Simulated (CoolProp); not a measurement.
Model: reference Helmholtz-energy equation of state, Thol 2017, in CoolProp.

**Question.** Give the vapour pressure (MPa), liquid density (kg/m³), vapour density (kg/m³), liquid cp (kJ/(kg K)) of saturated octamethyltrisiloxane (MDM) at 440.6 K.

**Answer.** 
```
T (K)  p (MPa)  liquid density (kg/m³)  vapour density (kg/m³)  liquid cp (kJ/(kg K))
-----  -------  ----------------------  ----------------------  ---------------------
440.6    0.147                     656                    10.5                   2.16
```
